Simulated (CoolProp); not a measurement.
Values from CoolProp's reference Helmholtz-energy equation of state, Lemmon 2006. It is a short technical equation, of lower accuracy than the large ones.

For CH3F (R41), give the phase and the Joule-Thomson coefficient (K/MPa), isothermal compressibility (1/MPa), expansivity (1/kK), fugacity coefficient at 160.2 K and 48.1 bar; 197.9 K and 48.1 bar; 235.6 K and 48.1 bar.


- 160.2 K and 48.1 bar: liquid; Joule-Thomson coefficient -0.351, isothermal compressibility 0.000935, expansivity 1.94, fugacity coefficient 0.00220
- 197.9 K and 48.1 bar: liquid; Joule-Thomson coefficient -0.299, isothermal compressibility 0.00153, expansivity 2.31, fugacity coefficient 0.0266
- 235.6 K and 48.1 bar: liquid; Joule-Thomson coefficient -0.168, isothermal compressibility 0.00284, expansivity 3.02, fugacity coefficient 0.127
